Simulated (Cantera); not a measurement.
A jet of H₂ : O₂ : N₂ = 0.033 : 0.071 : 0.79 (molar parts) at 300 K and 21.0 Torr hits a platinum plate 6 cm away at a mass flux of 0.027 kg/m²/s; the plate temperature is set and raised in steps from an oxygen-covered start.

Computed with Cantera and Deutschmann's 1995 Pt surface mechanism with GRI-Mech 3.0 gas chemistry. Catalytic surfaces can have several steady states; this one follows from the mechanism file's or the stated starting coverage.

One state of this run: wall x H₂ = 0.00110; wall x O₂ = 0.0422; wall x H₂O = 0.0660; wall x OH = 1.12e-6; θ free Pt = 0.544; θ O* = 0.455; θ OH* = 0.000820. x: mole fraction at the wall; θ: surface coverage.

Question: Which value of plate T (K) does it belong to?
A. 1000
B. 800
C. 900
D. 1050

Answer: D, 1050
